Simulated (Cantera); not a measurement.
Feed: 1 mol SiCl4, 1.1 mol HCl, 130 mol N2, held at 0.00550 bar.

Cantera equilibrium calculation (NASA polynomials, part measured and part estimated; ideal gas, pure solids and liquids). Candidate condensed phases: NH4Cl, Si, Si3N4; 28 gas species. The tables' values for SiCl3 are old estimates; treat these amounts as uncertain. Rates play no part.

log p: log10 of the partial pressure in bar; nothing condenses.

| T (K) | log p N2 | log p Cl | log p HCl | log p SiCl4 | log p SiCl2 | log p SiCl3 |
|---|---|---|---|---|---|---|
| 898 | -2.27 | -9.41 | -4.34 | -4.38 | -13.72 | -9.89 |
| 998 | -2.27 | -8.43 | -4.34 | -4.38 | -11.38 | -8.58 |
| 1098 | -2.27 | -7.55 | -4.34 | -4.38 | -9.64 | -7.59 |
| 1198 | -2.27 | ? | -4.34 | -4.38 | ? | -6.80 |
| 1298 | -2.27 | -6.09 | -4.34 | -4.39 | -7.17 | -6.17 |
| 1398 | -2.27 | ? | -4.34 | -4.41 | ? | -5.66 |
| 1498 | -2.27 | -4.97 | -4.34 | -4.48 | -5.56 | -5.27 |
| 1598 | -2.27 | -4.54 | -4.34 | -4.65 | -5.01 | -5.03 |
| 1698 | -2.27 | -4.25 | -4.34 | -5.10 | -4.63 | -5.01 |
| 1798 | -2.27 | -4.13 | -4.35 | -5.95 | -4.46 | -5.31 |

Question: Complete the blanks.

Answer: 
- 1398, log p Cl: -5.49
- 1398, log p SiCl2: -6.28
- 1198, log p Cl: -6.77
- 1198, log p SiCl2: -8.28
